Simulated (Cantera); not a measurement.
What does this Cantera script print?

```python
import numpy as np
import cantera as ct

gas_names = """
    AL ALCL ALCL2 ALCL3 ALH AL2 AL2CL6 CL CL2 H HCL H2
""".split()
cond_names = """
    AL(cr) AL(L) ALCL3(s) ALCL3(L)
""".split()


def load(file, names, dense=False):
    # The tables refer to 1 bar. Condensed volumes are neglected.
    table = {s.name: s for s in ct.Species.list_from_file(file)}
    out = []
    for n in names:
        d = dict(table[n].input_data)
        d["thermo"] = dict(d["thermo"], **{"reference-pressure": 1e5})
        if dense:
            d["equation-of-state"] = {"model": "constant-volume", "density": "1e6 g/cm^3"}
        out.append(ct.Species.from_dict(d))
    return out


gas = ct.Solution(thermo="ideal-gas", species=load("nasa_gas.yaml", gas_names))
cond = {s.name: ct.Solution(thermo="fixed-stoichiometry", species=[s], name=s.name)
        for s in load("nasa_condensed.yaml", cond_names, dense=True)}
atoms = {
    'Al': {'AL': 1},
    'HCl': {'H': 1, 'CL': 1},
    'H2': {'H': 2},
}
top_T = {}  # K; cautious upper limits of use, not melting points


def equilibrate(T, P, feed):
    n = {}
    for name, mol in feed.items():
        for a, k in atoms[name].items():
            n[a] = n.get(a, 0.0) + k * mol
    gas.TPX = T, P, n
    mass = sum(n.values()) * gas.mean_molecular_weight
    gas.equilibrate("TP")
    valid = [c for c in cond.values() if c.min_temp <= T <= top_T.get(c.name, c.max_temp)]
    mix = ct.Mixture([(gas, mass / gas.mean_molecular_weight)] + [(c, 0.0) for c in valid])
    mix.T, mix.P = T, P
    mix.equilibrate("TP", solver="vcs", rtol=1e-11, max_steps=5000)
    return mix


results = []
T = 875  # K
P = 33  # Pa
for m in [1.1, 4, 6.9, 9.8, 13, 16, 18]:
    feed = {'Al': 1, 'HCl': m, 'H2': 46}  # mol
    mix = equilibrate(T, P, feed)
    results.append((T, P, feed, dict(zip(mix.species_names, mix.species_moles))))

top = {s: max(r[3][s] / sum(r[3][g] for g in gas_names) for r in results) for s in gas_names}
cols = sorted((s for s in top if top[s] > 1e-05), key=lambda s: -top[s])[:5]
seen = [c for c in cond_names if any(r[3].get(c, 0) > 1e-12 for r in results)]
print("log10 of partial pressures in bar; condensed amounts in mol")
print(f"{'n(HCl)':>10s}" + "".join(f"{s[:9]:>10s}" for s in cols + seen))
for T, P, feed, n in results:
    ng = sum(n[g] for g in gas_names)
    print(f"{feed['HCl']:10.4g}" + "".join(f"{np.log10(max(n[s] / ng * P / 1e5, 1e-99)):10.3f}" for s in cols)
          + "".join(f"{n.get(c, 0):10.4g}" for c in seen))
```

Result:

```
log10 of partial pressures in bar; condensed amounts in mol
    n(HCl)        H2       HCL     ALCL3      ALCL     ALCL2    AL(cr)
       1.1    -3.489    -8.573    -6.088    -5.299    -7.034    0.1484
         4    -3.499    -5.176    -5.176   -11.193    -9.525         0
       6.9    -3.524    -4.610    -5.201   -12.375   -10.128         0
       9.8    -3.548    -4.392    -5.224   -12.857   -10.381         0
        13    -3.572    -4.249    -5.249   -13.192   -10.561         0
        16    -3.594    -4.156    -5.270   -13.420   -10.686         0
        18    -3.608    -4.108    -5.284   -13.545   -10.755         0
```

Method: chemical equilibrium by Gibbs-energy minimisation in Cantera with the NASA 1993 tables (ideal gas, pure condensed phases). The tables' values for AlCl2 are old estimates; treat these amounts as uncertain.
